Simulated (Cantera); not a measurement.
## Silicon epitaxy and polysilicon growth: Si₂Cl₆ + H₂

Charge: 1 mol Si₂Cl₆, 28 mol H₂, at 0.133 bar.

Equilibrium computed with Cantera from the NASA thermochemical tables; the gas is ideal and each condensed phase is pure. Candidate condensed phases: Si; 19 gas species. The feed counts by its element totals alone. The tables' values for SiCl₃ are old estimates; treat these amounts as uncertain. Equilibrium is a limit: real reactors are often held back by kinetics, nucleation or transport.

```
T (K)   x H₂    x HCl  x SiCl₄   x SiCl₂  x SiHCl₃   x SiCl₃  x SiH₂Cl₂  n Si(s)
-----  -----  -------  -------  --------  --------  --------  ---------  -------
923    0.939  0.00741   0.0362   8.40e-5    0.0164  0.000275   0.000724    0.420
973    0.936   0.0118   0.0353  0.000239    0.0157  0.000542   0.000732    0.453
1023   0.931   0.0178   0.0337  0.000606    0.0149  0.000984   0.000731    0.494
1073   0.925   0.0257   0.0315   0.00139    0.0139   0.00165   0.000718    0.543
1123   0.917   0.0354   0.0284   0.00288    0.0127   0.00257   0.000690    0.596
1173   0.908   0.0466   0.0244   0.00545    0.0111   0.00368   0.000644    0.647
1223   0.897   0.0589   0.0197   0.00939   0.00926   0.00481   0.000581    0.686
1273   0.886   0.0710   0.0145    0.0147   0.00725   0.00571   0.000500    0.709
1323   0.876   0.0818  0.00968    0.0209   0.00526   0.00608   0.000409    0.712
1373   0.867   0.0902  0.00580    0.0270   0.00353   0.00582   0.000318    0.701
1423   0.861   0.0958  0.00319    0.0321   0.00223   0.00508   0.000237    0.683
1473   0.858   0.0991  0.00166    0.0360   0.00135   0.00418   0.000172    0.664
```
x: gas mole fraction; n: condensed amount in mol.

From 923 K to 1473 K the condensed part is Si(s). The main Si-bearing gas is SiCl₄ at 923 K and SiCl₂ at 1473 K. The share of Si in condensed phases is highest at 1323 K (35.6 %) and lowest at 923 K (21.0 %).
